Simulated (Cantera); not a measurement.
**Hydrocarbon pyrolysis for carbon deposition**

An isothermal, constant-pressure homogeneous reactor starts with 80.9 % CH4, 19.1 % N2, at 1700 K and 0.0132 atm.

Detailed kinetics in Cantera: GRI-Mech 3.0 (53 species, 325 reactions). GRI-Mech 3.0 stops at C3 and has no aromatics, soot or wall deposition, so with more carbon than oxygen in the feed, carbon stays in small species such as C2H2 where larger ones or solid carbon would form. Radical loss at walls, strong at low pressure, is not modelled.

```tsv
t (s)	x CH4	x H	x C2H6	x C2H2	x HCN
2.00e-5	0.809	8.31e-7	7.62e-12	<1e-12	<1e-12
7.06e-5	0.809	8.32e-7	4.00e-10	<1e-12	<1e-12
0.000249	0.809	8.38e-7	1.83e-8	8.36e-11	<1e-12
0.000879	0.808	9.21e-7	7.14e-7	1.78e-8	<1e-12
0.00310	0.806	1.99e-6	1.97e-5	3.41e-6	<1e-12
0.0110	0.780	1.83e-5	0.000290	0.000719	5.21e-11
0.0387	0.476	0.000233	0.000551	0.0628	8.14e-9
0.136	0.180	0.000445	8.75e-5	0.169	5.50e-8
0.482	0.0529	0.000651	1.01e-5	0.208	1.79e-7
1.70	0.0106	0.000923	6.07e-7	0.220	4.64e-7
6.00	0.00215	0.00104	2.91e-8	0.223	8.94e-7
```
x: mole fraction; the columns are a selection and need not sum to one.

Equilibrium at this temperature and pressure: CH4 0.000403, H 0.00105, C2H6 1.65e-9, C2H2 0.190, HCN 0.0674 (gas phase only).
